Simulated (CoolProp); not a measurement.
Vapour pressure (kPa) of n-perfluorohexane: the reference equation beside estimates from Tc = 174.9 °C, pc = 1742 kPa, ω = 0.497.

Values from CoolProp's reference Helmholtz-energy equation of state, Gao 2022.

```tsv
T (°C)	reference	van der Waals	Redlich-Kwong	Peng-Robinson
27.85	33.27	282.3	106.7	33.77
34.65	44.13	317.2	129.8	44.61
41.45	57.65	354.8	156.4	58.09
48.15	73.98	394.6	186.3	74.38
54.95	94.07	437.9	220.5	94.43
61.75	118.2	484.2	259.0	118.5
68.55	146.9	533.4	302.0	147.2
75.25	180.1	585.0	349.0	180.6
82.05	219.4	640.4	401.7	220.1
88.85	265.1	699.1	459.7	266.1
95.65	317.6	761.1	523.1	319.2
102.45	377.7	826.4	592.3	380.2
```

Absolute difference from the reference over all 12 rows, mean and median: van der Waals 341.1 and 286.4 %, Redlich-Kwong 122.4 and 112.4 %, Peng-Robinson 0.6 and 0.4 %.
